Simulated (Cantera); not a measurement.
Standard-state values (1 bar) from the NASA 1993 polynomials, evaluated with Cantera. Values are per mole of reaction as written; species without (g) are pure solids or liquids, kept so even where they would boil at 1 bar.

2 Mg(g) + S2(g) = 2 MgS

```csv
T (K),ΔH° (kJ),ΔS° (J/K),ΔG° (kJ),log10 K
1523,-1084.6,-387.7,-494.1,16.94
1573,(withheld),(withheld),(withheld),(withheld)
1623,(withheld),(withheld),(withheld),(withheld)
1673,-1080.4,-385.1,-436.1,13.62
1723,-1078.9,-384.2,-416.9,12.64
1773,-1077.5,-383.4,-397.7,11.72
1823,(withheld),(withheld),(withheld),(withheld)
1873,-1074.5,-381.8,-359.4,10.02
1923,(withheld),(withheld),(withheld),(withheld)
```

### Question
Fill in the missing entries.

### Answer

- 1573, ΔH° (kJ): -1083.2
- 1573, ΔS° (J/K): -386.8
- 1573, ΔG° (kJ): -474.7
- 1573, log10 K: 15.76
- 1623, ΔH° (kJ): -1081.8
- 1623, ΔS° (J/K): -386.0
- 1623, ΔG° (kJ): -455.4
- 1623, log10 K: 14.66
- 1823, ΔH° (kJ): -1076.0
- 1823, ΔS° (J/K): -382.6
- 1823, ΔG° (kJ): -378.5
- 1823, log10 K: 10.85
- 1923, ΔH° (kJ): -1073.0
- 1923, ΔS° (J/K): -381.0
- 1923, ΔG° (kJ): -340.3
- 1923, log10 K: 9.24
